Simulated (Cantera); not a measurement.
Charge: 1 mol CO, 0.32 mol O₂, 39 mol N₂, at 1700 °C and 0.100 bar.

Equilibrium computed with Cantera from the NASA thermochemical tables; the gas is ideal and each condensed phase is pure. Candidate condensed phases: C; 24 gas species. Kinetics and transport are ignored.

Base state: N₂ 0.975, CO₂ 0.0158, CO 0.00917, NO 9.89e-5, O₂ 3.29e-5 (mole fractions); condensed: gas only.

Task: What changes in the equilibrium state with this change: temperature from 1700 °C to 2325 °C?

Result: 
| species | before | after |
|---|---|---|
| N₂ | 0.975 | 0.966 |
| CO | 0.00917 | 0.0199 |
| CO₂ | 0.0158 | 0.00490 |
| O | 9.84e-6 | 0.00344 |
| O₂ | 3.29e-5 | 0.00223 |
| NO | 9.89e-5 | 0.00309 |
